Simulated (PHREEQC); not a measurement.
Make-up at 25 °C: 7.9 mmol/kgw NH3 and 0.044 mmol/kgw CO2. Closed to the air; pH follows from the charge balance.

All values are PHREEQC results (ion-association model, phreeqc.dat), not measurements.

```json
{
 "pH": "10.52",
 "ionic_strength": "0.000438 mol/kgw",
 "specific_conductance": "100 µS/cm",
 "total_alkalinity": "7.90 meq/kg"
}
```

```tsv
species	molality	activity	log γ
NH3	0.00749	0.00749	0.000
NH4+	0.000411	0.000401	-0.010
OH-	0.000340	0.000331	-0.010
CO3-2	2.74e-5	2.49e-5	-0.041
HCO3-	1.66e-5	1.62e-5	-0.010
CO2	1.11e-9	1.11e-9	0.000
```

No solid was allowed to form.
